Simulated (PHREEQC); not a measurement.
KOH is added in steps, without added water, to 1 kg of water holding 0.08 mol HF, 0.00057 mol CsF and 0.0042 mol H3PO4, at 25 °C. O2 is buffered at 0.21 atm. CO2 from the air is kept out. Precipitation was switched off in this run.

Base run: PHREEQC, ion-association model, wateq4f.dat. Each further column changes one thing. The table gives HPO4-2 (mol/kgw).

```json
[
 {"KOH added (mol)": "0", "base": "2.30e-8", "Davies equation for every ion": "…", "Debye-Hückel limiting law": "…", "metal-ligand complexes left out": "2.30e-8", "all activity coefficients set to 1": "1.64e-8"},
 {"KOH added (mol)": "0.01485", "base": "9.68e-8", "Davies equation for every ion": "9.87e-8", "Debye-Hückel limiting law": "1.06e-7", "metal-ligand complexes left out": "9.68e-8", "all activity coefficients set to 1": "7.10e-8"},
 {"KOH added (mol)": "0.03465", "base": "3.73e-7", "Davies equation for every ion": "3.81e-7", "Debye-Hückel limiting law": "4.27e-7", "metal-ligand complexes left out": "3.73e-7", "all activity coefficients set to 1": "2.65e-7"},
 {"KOH added (mol)": "0.0495", "base": "8.62e-7", "Davies equation for every ion": "…", "Debye-Hückel limiting law": "1.02e-6", "metal-ligand complexes left out": "8.62e-7", "all activity coefficients set to 1": "5.94e-7"},
 {"KOH added (mol)": "0.06435", "base": "2.17e-6", "Davies equation for every ion": "…", "Debye-Hückel limiting law": "2.68e-6", "metal-ligand complexes left out": "2.17e-6", "all activity coefficients set to 1": "…"},
 {"KOH added (mol)": "0.08415", "base": "0.000216", "Davies equation for every ion": "0.000219", "Debye-Hückel limiting law": "0.000249", "metal-ligand complexes left out": "0.000222", "all activity coefficients set to 1": "0.000164"},
 {"KOH added (mol)": "0.099", "base": "0.00201", "Davies equation for every ion": "0.00197", "Debye-Hückel limiting law": "0.00153", "metal-ligand complexes left out": "0.00208", "all activity coefficients set to 1": "0.00259"}
]
```

**Question.** Some entries are withheld; supply them.

**Answer.** 
- 0, Davies equation for every ion: 2.34e-8
- 0, Debye-Hückel limiting law: 2.45e-8
- 0.0495, Davies equation for every ion: 8.83e-7
- 0.06435, Davies equation for every ion: 2.23e-6
- 0.06435, all activity coefficients set to 1: 1.46e-6

wateq4f.dat counts part of the HF as a dimer, H2F2, which phreeqc.dat doesn't know; its constant is uncertain. H3PO4, which wateq4f.dat lacks, is added to it with the constant of phreeqc.dat.
